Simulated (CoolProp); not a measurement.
Properties of normal hydrogen along the isobar 1.62 MPa (Tc = 33.1 K, pc = 1.296 MPa, ω = -0.219).

Computed with CoolProp (reference Helmholtz-energy equation of state, Leachman 2009).

```csv
T (K),phase,density (kg/m³),isothermal compressibility (1/MPa),expansivity (1/kK),viscosity (µPa s)
21,liquid,72.09,0.01657,14.59,14.3
39.6,supercritical,14.22,0.9441,69.54,2.41
58.2,supercritical,___,0.6657,22.37,2.93
76.8,supercritical,5.242,0.6306,14.66,3.52
95.4,supercritical,4.137,0.6191,11.15,4.08
114,supercritical,3.432,0.6142,9.081,4.61
132.6,supercritical,2.939,0.6120,7.689,5.11
151.2,supercritical,2.572,0.6110,6.683,___
169.8,supercritical,2.289,0.6105,5.918,6.06
188.4,supercritical,2.062,0.6104,5.314,___
207,supercritical,1.877,0.6105,4.825,6.94
```

Fill in the missing entries.


- 58.2, density (kg/m³): 7.313
- 151.2, viscosity (µPa s): 5.59
- 188.4, viscosity (µPa s): 6.50

Viscosity comes from a separate model (Muzny 2013).
